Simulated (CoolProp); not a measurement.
Ethanol at 293.15 K and 2.16 MPa flows at 0.052 m/s in a round tube of 25 mm bore and 45 µm roughness, fully developed (64/Re and Nu = 3.66 if laminar; Colebrook and Gnielinski if turbulent). Each further row changes one setting.

Model: reference Helmholtz-energy equation of state, Schroeder 2014, in CoolProp.

```tsv
case	Reynolds number	Darcy friction factor	pressure drop (Pa/m)	heat-transfer coefficient (W/(m² K))	mass flow (kg/h)
as stated	851	0.0752	3.22	24.2	72.7
velocity 0.104 m/s	1700	0.0376	6.44	24.2	145
diameter 50 mm	1700	0.0376	0.805	12.1	291
```

Viscosity comes from a separate model (Kiselev 2005). Thermal conductivity comes from a separate model (Assael 2013).
